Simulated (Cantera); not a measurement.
Low-pressure radical oxidation in H2/O2

An isothermal, constant-pressure homogeneous reactor starts with H2 : O2 = 0.013 : 1 (molar parts), equivalence ratio 0.0065, at 1450 K and 0.0267 bar.

Model: GRI-Mech 3.0 (53 species, 325 reactions), integrated in Cantera. Radical loss at walls, strong at low pressure, is not modelled.

```tsv
t (s)	x H2	x O2	x OH	x O	x HO2
4.00e-5	0.0128	0.987	3.84e-8	3.98e-8	4.62e-8
0.000163	0.0128	0.987	3.25e-7	3.60e-7	1.88e-7
0.000663	0.0128	0.987	3.33e-5	3.82e-5	7.77e-7
0.00270	7.02e-5	0.975	0.00189	0.0110	8.75e-7
0.0110	5.78e-5	0.976	0.00179	0.0102	8.29e-7
0.0447	4.36e-5	0.979	0.00156	0.00753	7.13e-7
0.182	1.81e-5	0.984	0.00101	0.00304	4.30e-7
0.741	3.07e-6	0.986	0.000415	0.000503	1.36e-7
3.02	3.44e-7	0.987	0.000139	5.59e-5	4.86e-8
12.3	8.20e-8	0.987	6.81e-5	1.33e-5	6.05e-8
50.0	7.57e-8	0.987	6.54e-5	1.23e-5	6.21e-8
```
x: mole fraction; the columns are a selection and need not sum to one.

Equilibrium at this temperature and pressure: H2 7.57e-8, O2 0.987, OH 6.54e-5, O 1.23e-5, HO2 6.21e-8 (gas phase only).
